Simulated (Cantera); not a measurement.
A Cantera script and what it prints.

```python
import numpy as np
import cantera as ct

gas_names = """
    N NO NO2 NO3 N2 N2O O O2 O3 Si SiN SiO SiO2 Si2 Si2N Si3
""".split()
cond_names = """
    Si(cr) Si(L) SiO2(Lqz) SiO2(hqz) SiO2(L) Si2N2O(s) Si3N4(a)
""".split()


def load(file, names, dense=False):
    # The tables refer to 1 bar. Condensed volumes are neglected.
    table = {s.name: s for s in ct.Species.list_from_file(file)}
    out = []
    for n in names:
        d = dict(table[n].input_data)
        d["thermo"] = dict(d["thermo"], **{"reference-pressure": 1e5})
        if dense:
            d["equation-of-state"] = {"model": "constant-volume", "density": "1e6 g/cm^3"}
        out.append(ct.Species.from_dict(d))
    return out


gas = ct.Solution(thermo="ideal-gas", species=load("nasa_gas.yaml", gas_names))
cond = {s.name: ct.Solution(thermo="fixed-stoichiometry", species=[s], name=s.name)
        for s in load("nasa_condensed.yaml", cond_names, dense=True)}
atoms = {
    'Si': {'Si': 1},
    'N2O': {'N': 2, 'O': 1},
    'N2': {'N': 2},
}
top_T = {'Si2N2O(s)': 2100, 'Si3N4(a)': 2400}  # K; cautious upper limits of use, not melting points


def equilibrate(T, P, feed):
    n = {}
    for name, mol in feed.items():
        for a, k in atoms[name].items():
            n[a] = n.get(a, 0.0) + k * mol
    gas.TPX = T, P, n
    mass = sum(n.values()) * gas.mean_molecular_weight
    gas.equilibrate("TP")
    valid = [c for c in cond.values() if c.min_temp <= T <= top_T.get(c.name, c.max_temp)]
    mix = ct.Mixture([(gas, mass / gas.mean_molecular_weight)] + [(c, 0.0) for c in valid])
    mix.T, mix.P = T, P
    mix.equilibrate("TP", solver="vcs", rtol=1e-11, max_steps=5000)
    return mix


results = []
T = 1823  # K
P = 3.4  # Pa
for m in [1.4, 4.8, 8.3, 12, 15, 19, 22]:
    feed = {'Si': 1, 'N2O': 0.64, 'N2': m}  # mol
    mix = equilibrate(T, P, feed)
    results.append((T, P, feed, dict(zip(mix.species_names, mix.species_moles))))

top = {s: max(r[3][s] / sum(r[3][g] for g in gas_names) for r in results) for s in gas_names}
cols = sorted((s for s in top if top[s] > 0.0001), key=lambda s: -top[s])[:5]
seen = [c for c in cond_names if any(r[3].get(c, 0) > 1e-12 for r in results)]
print("log10 of partial pressures in bar; condensed amounts in mol")
print(f"{'n(N2)':>10s}" + "".join(f"{s[:9]:>10s}" for s in cols + seen))
for T, P, feed, n in results:
    ng = sum(n[g] for g in gas_names)
    print(f"{feed['N2']:10.4g}" + "".join(f"{np.log10(max(n[s] / ng * P / 1e5, 1e-99)):10.3f}" for s in cols)
          + "".join(f"{n.get(c, 0):10.4g}" for c in seen))
```

Result:

```
log10 of partial pressures in bar; condensed amounts in mol
     n(N2)        N2       SiO        Si       Si2      Si2N
       1.4    -4.641    -5.145    -5.404    -7.643    -7.962
       4.8    -4.542    -5.471    -5.726    -8.286    -8.556
       8.3    -4.515    -5.660    -5.913    -8.661    -8.916
        12    -4.502    -5.797    -6.050    -8.934    -9.183
        15    -4.495    -5.883    -6.136    -9.106    -9.352
        19    -4.490    -5.977    -6.229    -9.293    -9.536
        22    -4.487    -6.036    -6.288    -9.410    -9.652
```

These are equilibrium values from Cantera (NASA tables, ideal gas, pure condensed phases), not measurements of a reactor. The tables' values for SiN are old estimates; treat these amounts as uncertain.
